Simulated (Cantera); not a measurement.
Cantera run, input and output.

```python
import numpy as np
import cantera as ct

gas = ct.Solution("gri30.yaml")
gas.TPX = 1250, 100000, {'CH2O': 0.0055, 'O2': 0.021, 'N2': 0.21}
reactor = ct.IdealGasConstPressureReactor(gas, energy="off", clone=False)
net = ct.ReactorNet([reactor])
net.rtol, net.atol = 1e-08, 1e-18
show = ['CH2O', 'O2', 'HO2', 'O', 'N2O', 'C2H2']
times = np.geomspace(3e-06, 8, 14)

steps = ct.SolutionArray(gas, extra=["t"])
rows = []
print(f"{'t/s':>10s}{'T/K':>9s}{'P/Pa':>11s}" + "".join(f"{s:>11s}" for s in show))
for t in times:
    while net.time < t:
        t_next = net.step()
        steps.append(gas.state, t=t_next)
    rows.append([np.interp(t, steps.t, y) for y in (steps.T, steps.P, *steps(*show).X.T)])
    print(f"{t:10.3e}{rows[-1][0]:9.1f}{rows[-1][1]:11.4g}" + "".join(f"{x:11.3e}" for x in rows[-1][2:]))
rate = np.gradient(steps.T, steps.t)
print("integrator steps:", len(steps.t))
if steps.T.max() > steps.T[0] + 200:
    print(f"time of steepest temperature rise: {steps.t[rate.argmax()]:.4e} s")
gas.TPX = 1250, 100000, {'CH2O': 0.0055, 'O2': 0.021, 'N2': 0.21}
gas.equilibrate("TP")
print(f"equilibrium (TP): T = {gas.T:.1f} K  " + "  ".join(f"{s} {gas[s].X[0]:.3e}" for s in show))
```

Result:

```
       t/s      T/K       P/Pa       CH2O         O2        HO2          O        N2O       C2H2
 3.000e-06   1250.0      1e+05  2.326e-02  8.879e-02  1.185e-06  9.249e-10  3.919e-14  5.553e-25
 9.363e-06   1250.0      1e+05  2.325e-02  8.879e-02  3.784e-06  1.138e-09  3.894e-13  2.164e-24
 2.922e-05   1250.0      1e+05  2.325e-02  8.878e-02  1.223e-05  1.923e-09  3.870e-12  1.006e-23
 9.121e-05   1250.0      1e+05  2.318e-02  8.871e-02  4.736e-05  6.199e-09  4.254e-11  1.464e-22
 2.847e-04   1250.0      1e+05  2.193e-02  8.776e-02  2.914e-04  5.377e-08  7.043e-10  1.118e-19
 8.885e-04   1250.0      1e+05  3.872e-03  7.839e-02  4.546e-04  1.903e-06  7.688e-09  9.888e-17
 2.773e-03   1250.0      1e+05  1.410e-12  6.803e-02  1.135e-05  3.463e-04  4.020e-07 -7.959e-24
 8.655e-03   1250.0      1e+05  6.038e-15  6.581e-02  3.033e-06  3.827e-05  6.229e-07  6.997e-21
 2.701e-02   1250.0      1e+05  5.658e-18  6.556e-02  4.173e-07  3.835e-06  6.924e-07  4.386e-25
 8.431e-02   1250.0      1e+05  7.825e-20  6.554e-02  4.581e-08  4.250e-07  6.859e-07  9.437e-26
 2.631e-01   1250.0      1e+05  2.095e-19  6.554e-02  7.606e-09  6.582e-08  6.008e-07  2.477e-26
 8.213e-01   1250.0      1e+05 -3.779e-20  6.554e-02  4.704e-09  2.284e-08  3.850e-07  8.806e-27
 2.563e+00   1250.0      1e+05  4.297e-24  6.554e-02  4.613e-09  1.856e-08  1.007e-07  7.106e-27
 8.000e+00   1250.0      1e+05  7.449e-24  6.554e-02  4.606e-09  1.784e-08  1.314e-08  6.686e-27
integrator steps: 2117
equilibrium (TP): T = 1250.0 K  CH2O 7.456e-24  O2 6.545e-02  HO2 4.601e-09  O 1.782e-08  N2O 1.214e-08  C2H2 7.893e-50
```

Detailed kinetics in Cantera: GRI-Mech 3.0 (53 species, 325 reactions). The temperature is held fixed by assumption; the heat of reaction is taken as removed at once.
